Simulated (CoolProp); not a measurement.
Properties of chloromethane (R40) along the isobar 0.101 MPa (Tc = 418.6 K, pc = 6.929 MPa, ω = 0.150).

Computed with CoolProp (reference Helmholtz-energy equation of state, Thol 2014).

```json
[
 {"T (K)": "400", "phase": "gas", "Z": "0.9937", "cp (kJ/(kg K))": "0.9629", "cv (kJ/(kg K))": "0.7933", "speed of sound (m/s)": "281.0", "Joule-Thomson coefficient (K/MPa)": "14.22"},
 {"T (K)": "407.7", "phase": "gas", "Z": "0.9941", "cp (kJ/(kg K))": "0.9735", "cv (kJ/(kg K))": "0.8042", "speed of sound (m/s)": "283.4", "Joule-Thomson coefficient (K/MPa)": "13.44"},
 {"T (K)": "415.4", "phase": "gas", "Z": "0.9945", "cp (kJ/(kg K))": "0.9841", "cv (kJ/(kg K))": "0.8151", "speed of sound (m/s)": "285.8", "Joule-Thomson coefficient (K/MPa)": "12.73"},
 {"T (K)": "423.1", "phase": "gas", "Z": "0.9948", "cp (kJ/(kg K))": "0.9946", "cv (kJ/(kg K))": "0.8259", "speed of sound (m/s)": "288.2", "Joule-Thomson coefficient (K/MPa)": "12.07"},
 {"T (K)": "430.8", "phase": "gas", "Z": "0.9951", "cp (kJ/(kg K))": "1.005", "cv (kJ/(kg K))": "0.8367", "speed of sound (m/s)": "290.5", "Joule-Thomson coefficient (K/MPa)": "11.47"},
 {"T (K)": "438.5", "phase": "gas", "Z": "0.9954", "cp (kJ/(kg K))": "1.016", "cv (kJ/(kg K))": "0.8474", "speed of sound (m/s)": "292.8", "Joule-Thomson coefficient (K/MPa)": "10.91"},
 {"T (K)": "446.2", "phase": "gas", "Z": "0.9957", "cp (kJ/(kg K))": "1.026", "cv (kJ/(kg K))": "0.8580", "speed of sound (m/s)": "295.2", "Joule-Thomson coefficient (K/MPa)": "10.39"},
 {"T (K)": "453.8", "phase": "gas", "Z": "0.9959", "cp (kJ/(kg K))": "1.036", "cv (kJ/(kg K))": "0.8684", "speed of sound (m/s)": "297.4", "Joule-Thomson coefficient (K/MPa)": "9.918"},
 {"T (K)": "461.5", "phase": "gas", "Z": "0.9961", "cp (kJ/(kg K))": "1.047", "cv (kJ/(kg K))": "0.8788", "speed of sound (m/s)": "299.7", "Joule-Thomson coefficient (K/MPa)": "9.472"},
 {"T (K)": "469.2", "phase": "gas", "Z": "0.9963", "cp (kJ/(kg K))": "1.057", "cv (kJ/(kg K))": "0.8892", "speed of sound (m/s)": "301.9", "Joule-Thomson coefficient (K/MPa)": "9.057"},
 {"T (K)": "476.9", "phase": "gas", "Z": "0.9965", "cp (kJ/(kg K))": "1.067", "cv (kJ/(kg K))": "0.8995", "speed of sound (m/s)": "304.2", "Joule-Thomson coefficient (K/MPa)": "8.670"},
 {"T (K)": "484.6", "phase": "gas", "Z": "0.9967", "cp (kJ/(kg K))": "1.077", "cv (kJ/(kg K))": "0.9097", "speed of sound (m/s)": "306.4", "Joule-Thomson coefficient (K/MPa)": "8.308"},
 {"T (K)": "492.3", "phase": "gas", "Z": "0.9969", "cp (kJ/(kg K))": "1.087", "cv (kJ/(kg K))": "0.9197", "speed of sound (m/s)": "308.6", "Joule-Thomson coefficient (K/MPa)": "7.970"},
 {"T (K)": "500", "phase": "gas", "Z": "0.9971", "cp (kJ/(kg K))": "1.097", "cv (kJ/(kg K))": "0.9297", "speed of sound (m/s)": "310.8", "Joule-Thomson coefficient (K/MPa)": "7.654"}
]
```
